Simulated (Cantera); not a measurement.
A closed system holds: 1 mol CF4, 0.18 mol HCl, held at 3152 °C and 1.33 mbar.

Equilibrium computed with Cantera from the NASA thermochemical tables; the gas is ideal and each condensed phase is pure. Candidate condensed phases: C, C6H6, C7H8, C8H18; 118 gas species. Equilibrium is a limit: real reactors are often held back by kinetics, nucleation or transport.

Base state: F 0.764, C 0.124, Cl 0.0356, H 0.0266, CF 0.0180, C2 0.0121, C3 0.0104, HF 0.00902 (mole fractions); condensed: gas only.

What changes in the equilibrium state with this change: CF4 replaced by c-C4F8?


```
species   before    after
-------  -------  -------
F          0.764    0.698
C          0.124    0.184
C3        0.0104   0.0338
C2        0.0121   0.0265
Cl        0.0356   0.0164
H         0.0266   0.0125
CF        0.0180   0.0244
C5       5.31e-6  3.79e-5
C4       9.78e-6  4.71e-5
HF       0.00902  0.00387
CF2      7.08e-5  8.76e-5
```
The feed counts by its element totals alone.

What changes in the equilibrium state with this change: HCl from 0.18 to 0.054 mol?


```tsv
species	before	after
F	0.764	0.806
C	0.124	0.128
CF	0.0180	0.0196
Cl	0.0356	0.0112
H	0.0266	0.00823
C3	0.0104	0.0113
C2	0.0121	0.0128
HF	0.00902	0.00295
C2H	1.28e-5	4.19e-6
CF2	7.08e-5	8.11e-5
C4	9.78e-6	1.10e-5
```
